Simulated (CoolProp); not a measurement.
Sulfur hexafluoride at 430.23 K and 1.3 MPa is compressed adiabatically to 6.65 MPa with isentropic efficiency 0.75. Each further row changes one setting.

The numbers come from the reference Helmholtz-energy equation of state, Guder 2009 in CoolProp.

```csv
case,work (kJ/kg),final temperature (K),final density (kg/m³)
as stated,[?],[?],253
efficiency 1,[?],490.3,[?]
efficiency 0.65,[?],[?],[?]
```

Question: Some entries are withheld; supply them.

Answer: 
- as stated, work (kJ/kg): 52.9
- as stated, final temperature (K): 504.2
- efficiency 1, work (kJ/kg): 39.7
- efficiency 1, final density (kg/m³): 265
- efficiency 0.65, work (kJ/kg): 61.0
- efficiency 0.65, final temperature (K): 512.7
- efficiency 0.65, final density (kg/m³): 247
